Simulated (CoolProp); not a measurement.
Vapour-liquid equilibrium of benzene (1) + dimethyl carbonate (2) at 1.45 MPa; x and y are mole fractions of (1).

Model: multi-fluid Helmholtz-energy mixture model, Thol 2012 and Zhou 2011; pair parameters Bell 2016, in CoolProp.

| x | bubble temperature (K) | y at the bubble point | dew temperature at overall composition x (K) | liquid density (mol/L) |
|---|---|---|---|---|
| 0.05 | 476.6 | 0.060 | 476.7 | 8.696 |
| 0.125 | 475.5 | 0.145 | 475.7 | 8.671 |
| 0.2 | 474.6 | 0.225 | 474.8 | 8.646 |
| 0.275 | 473.8 | 0.301 | 474.0 | 8.621 |
| 0.35 | 473.2 | 0.374 | 473.3 | 8.595 |
| 0.425 | 472.7 | 0.444 | 472.8 | 8.571 |
| 0.5 | 472.3 | 0.513 | 472.4 | 8.547 |
| 0.575 | 472.1 | 0.582 | 472.1 | 8.524 |
| 0.65 | 472.0 | 0.651 | 472.0 | 8.502 |
| 0.725 | 472.0 | 0.720 | 472.1 | 8.480 |
| 0.8 | 472.3 | 0.792 | 472.3 | 8.460 |
| 0.875 | 472.6 | 0.867 | 472.7 | 8.441 |
| 0.95 | 473.2 | 0.945 | 473.2 | 8.421 |

y crosses x between x = 0.65 and 0.725: the model has an azeotrope there.

Pair parameters are fitted to limited data, so mixtures are less certain than the pure fluids.
